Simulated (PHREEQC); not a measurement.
A solution holds 0.015 mol/kgw MgCl2 and 0.0001 mol/kgw NaF, at 20 °C. Closed to the air; pH follows from the charge balance.

Equilibrium calculation in PHREEQC: ion-association model, phreeqc.dat.

### Question
The ionic strength comes out as 0.0450 mol/kgw. What activity coefficients do Na+, Mg+2, Cl-, MgF+, F- get?

### Answer
Na+ 0.83, Mg+2 0.50, Cl- 0.82, MgF+ 0.83, F- 0.82.

This is a speciation only: nothing precipitates in the calculation.
